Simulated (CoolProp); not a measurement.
A simple Rankine cycle with R1336mzz(E): condensing at 314.15 K, boiler at 1.19 MPa, turbine inlet 402.8 K, turbine efficiency 0.65, pump efficiency 0.6, no recuperator. Each further row changes one setting.

Computed with CoolProp (reference Helmholtz-energy equation of state, Akasaka 2023).

| case | thermal efficiency (%) | net work (kJ/kg) | heat in (kJ/kg) | turbine exit temperature (K) | volume ratio over the turbine |
|---|---|---|---|---|---|
| as stated | 6.6 | 13.4 | 204 | 376.0 | 3.86 |
| condensing temperature 306.15 K | 7.6 | 16.2 | 214 | 371.8 | 4.99 |
| boiler pressure 0.833 MPa | 4.9 | 10.3 | 209 | 384.8 | 2.60 |
| turbine efficiency 0.55 | 5.5 | 11.2 | 204 | 378.5 | 3.89 |
